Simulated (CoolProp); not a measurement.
A simple Rankine cycle with R1336mzz(Z): condensing at 321.15 K, boiler at 2.02 MPa, turbine inlet 429.2 K, turbine efficiency 0.8, pump efficiency 0.8, no recuperator. Each further row changes one setting.

Model: reference Helmholtz-energy equation of state, McLinden 2020, in CoolProp.

```csv
case,thermal efficiency (%),net work (kJ/kg),heat in (kJ/kg),turbine exit temperature (K),volume ratio over the turbine
as stated,13.4,(withheld),232,(withheld),(withheld)
turbine inlet 449.2 K,13.3,34.6,260,391.1,(withheld)
condensing temperature 313.15 K,(withheld),34.6,242,361.4,(withheld)
boiler pressure 1.41 MPa,(withheld),29.5,246,382.4,9.43
turbine efficiency 0.7,11.6,26.8,232,(withheld),16.4
```

Q: What belongs in the gaps?

A: 
- as stated, net work (kJ/kg): 30.9
- as stated, turbine exit temperature (K): 366.0
- as stated, volume ratio over the turbine: 16.2
- turbine inlet 449.2 K, volume ratio over the turbine: 14.3
- condensing temperature 313.15 K, thermal efficiency (%): 14.3
- condensing temperature 313.15 K, volume ratio over the turbine: 21.1
- boiler pressure 1.41 MPa, thermal efficiency (%): 12.0
- turbine efficiency 0.7, turbine exit temperature (K): 370.1
